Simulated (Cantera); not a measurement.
## Premixed flame

A freely propagating, adiabatic, planar premixed flame of H₂ : O₂ : N₂ = 1 : 0.179 : 0.536 (molar parts), equivalence ratio 2.8, unburnt at 600 K and 0.132 atm; multicomponent+Soret transport, grid criteria slope 0.08 and curve 0.16, no radiation.

Detailed kinetics in Cantera: the H2/O2 subset of GRI-Mech 3.0, which has no nitrogen chemistry. Burning velocities carry a grid error of a few per cent, more on coarse grids.

```tsv
z (mm)	T (K)	u (m/s)	x H₂	x O₂	x HO₂	x OH	x H₂O₂	x H₂O
-19.0	600	6.74	0.583	0.104	<1e-8	<1e-8	<1e-8	<1e-8
-12.6	600	6.74	0.583	0.104	<1e-8	<1e-8	<1e-8	<1e-8
-9.48	600	6.74	0.583	0.104	<1e-8	<1e-8	<1e-8	<1e-8
-6.32	600	6.74	0.583	0.104	1.38e-6	<1e-8	<1e-8	1.85e-7
-3.16	616	6.88	0.579	0.105	3.85e-5	2.43e-5	3.85e-7	0.00103
-1.58	746	8.17	0.551	0.101	2.51e-5	0.000166	2.13e-7	0.0134
0	1091	11.7	0.417	0.0525	9.39e-6	0.00126	1.16e-7	0.114
1.58	1305	14.0	0.329	0.00370	6.46e-7	0.00139	4.14e-8	0.209
3.16	1385	14.8	0.329	0.000318	5.15e-8	0.00152	3.59e-8	0.217
6.32	1479	15.7	0.339	0.000160	2.41e-8	0.00187	3.83e-8	0.218
12.6	1590	16.8	0.351	0.000142	2.00e-8	0.00223	3.46e-8	0.220
25.3	1709	17.9	0.363	0.000112	1.55e-8	0.00245	2.49e-8	0.222
50.6	1825	18.9	0.376	7.66e-5	1.12e-8	0.00243	1.47e-8	0.224
```
x: mole fraction of selected species; z is measured from the peak of heat release.

```
Property                    Result
------------------------  --------
laminar burning velocity  674 cm/s
thermal thickness          6.32 mm
peak x(HO₂)                3.90e-5
peak x(OH)                 0.00247
peak x(H₂O₂)               4.30e-7
grid points                    142
```
